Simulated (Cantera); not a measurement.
An adiabatic, constant-volume homogeneous reactor starts with 5.40 % CO, 0.427 % H2, 4.54 % CH4, 18.9 % O2, 70.8 % N2, equivalence ratio 0.64, at 1100 K and 500000 Pa.

Model: GRI-Mech 3.0 (53 species, 325 reactions), integrated in Cantera.

x: mole fraction; the columns are a selection and need not sum to one.

```tsv
t (s)	T (K)	P (bar)	x CO	x H2	x CH4	x O2	x CH3	x HO2
2.00e-6	1100	5.00	0.0540	0.00427	0.0454	0.189	1.70e-9	6.77e-10
1.08e-5	1100	5.00	0.0540	0.00427	0.0454	0.189	1.20e-8	___
5.86e-5	1100	5.00	0.0540	0.00427	0.0454	0.189	7.25e-8	___
0.000317	1100	5.00	0.0540	0.00427	0.0454	0.189	5.85e-7	___
0.00172	1101	5.00	0.0540	0.00425	0.0453	0.189	5.63e-6	___
0.00931	1138	5.17	0.0538	0.00416	0.0426	0.186	2.58e-5	___
0.0504	2642	11.8	0.00812	0.00121	<1e-12	0.0640	<1e-12	1.47e-5
0.273	2642	11.8	0.00812	0.00121	<1e-12	0.0640	<1e-12	1.47e-5
1.48	2642	11.8	0.00812	0.00121	<1e-12	0.0640	<1e-12	1.47e-5
8.00	2642	11.8	0.00812	0.00121	<1e-12	0.0640	<1e-12	1.47e-5
```

Task: Complete the blanks.

Result: 
- 1.08e-5, x HO2: 4.01e-9
- 5.86e-5, x HO2: 2.36e-8
- 0.000317, x HO2: 1.89e-7
- 0.00172, x HO2: 2.07e-6
- 0.00931, x HO2: 2.62e-5
